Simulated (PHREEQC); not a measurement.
## Polishing slurry liquid: an equilibrium model

Consider water at 77 °C with 0.57 mol/kgw H2SO4, 0.0076 mol/kgw K2SO4 and 8.9e-05 mol/kgw H3BO3. Closed to the air; pH follows from the charge balance.

The numbers come from PHREEQC with the Pitzer model, pitzer.dat.

Each row changes one thing in this solution. This is a speciation only: nothing precipitates in the calculation.

```
case                                      pH  ionic strength (mol/kgw)  HSO4- (mol/kgw)  SO4-2 (mol/kgw)  SI of Arcanite (K2SO4)
--------------------------------------  ----  ------------------------  ---------------  ---------------  ----------------------
as made                                 0.30                     0.660            0.536           0.0415                   -5.36
H3BO3 from 8.9e-05 to 4.45e-05 mol/kgw  0.30                     0.660            0.536           0.0415                   -5.36
temperature from 77 to 65 °C            0.29                     0.688            0.523              [?]                   -5.15
diluted 10-fold with water              1.30                    0.0701              [?]          0.00616                   -7.10
temperature from 77 to 30 °C            0.24                     0.812            0.460            0.117                   -4.45
K2SO4 from 0.0076 to 0.0038 mol/kgw     0.30                     0.656            0.533           0.0412                   -5.96
```

Q: What belongs in the gaps?

A: 
- temperature from 77 to 65 °C, SO4-2 (mol/kgw): 0.0549
- diluted 10-fold with water, HSO4- (mol/kgw): 0.0516

At this temperature some constants are extrapolated from 25 °C, and those without enthalpy data are left unchanged.
